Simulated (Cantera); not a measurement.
A Cantera script and what it prints.

```python
import numpy as np
import cantera as ct

gas_names = """
    CL CL2 H HCL H2 N NH NH2 NH3 N2 N2H2 N2H4 Si SiCL SiCL2 SiCL3 SiCL4 SiH SiHCL3 SiH2 SiH2CL2 SiH3
    SiH3CL SiH4 SiN Si2 Si2N Si3
""".split()
cond_names = """
    NH4CL(a) NH4CL(b) Si(cr) Si(L) Si3N4(a)
""".split()


# ... load() reads the species with a 1 bar reference pressure and builds the phases ...
atoms = {
    'SiCl4': {'Si': 1, 'CL': 4},
    'NH3': {'N': 1, 'H': 3},
    'H2': {'H': 2},
}
top_T = {'Si3N4(a)': 2400}  # K; cautious upper limits of use, not melting points


# ... equilibrate(T, P, feed) seeds the gas with the atoms and calls Mixture.equilibrate('TP', solver="vcs", rtol=1e-11, max_steps=5000) ...
results = []
feed = {'SiCl4': 1, 'NH3': 5.5, 'H2': 2.7}  # mol
T = 1250  # K
P = 13332.2  # Pa
mix = equilibrate(T, P, feed)
results.append((T, P, feed, dict(zip(mix.species_names, mix.species_moles))))
x = sorted(zip(gas.X, gas.species_names), reverse=True)
print(f"T = {T:g} K  P = {P:g} Pa  gas = {mix.phase_moles(0):.4g} mol")
print("   x: " + "  ".join(f"{s} {v:.3e}" for v, s in x if v > 0.001))
print("   condensed (mol): " + ("  ".join(f"{mix.phase(i).name} {mix.phase_moles(i):.4g}"
      for i in range(1, mix.n_phases) if mix.phase_moles(i) > 1e-12) or "none"))
```

Result:

```
T = 1250 K  P = 13332.2 Pa  gas = 15.02 mol
   x: H2 6.024e-01  HCL 2.531e-01  N2 1.410e-01  SiCL4 2.932e-03
   condensed (mol): Si3N4(a) 0.3159
```

Method: chemical equilibrium by Gibbs-energy minimisation in Cantera with the NASA 1993 tables (ideal gas, pure condensed phases). The tables' values for SiCl3 are old estimates; treat these amounts as uncertain.
